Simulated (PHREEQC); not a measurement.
Copper plating or etch bath: an equilibrium model

Dissolve 130 mmol/kgw Cu(NO3)2, 4.3 mmol/kgw H2SO4 and 3.5 mmol/kgw KCl at 20 °C. Closed to the air; pH follows from the charge balance.

Computed with PHREEQC (ion-association model, wateq4f.dat).

This is a speciation only: nothing precipitates in the calculation.

Problem. Predict the pH.

Solution. pH 2.19.

Problem. In which forms is S present?

Solution. CuSO4 54 %, SO4-2 38 %, HSO4- 7.2 % of the S.
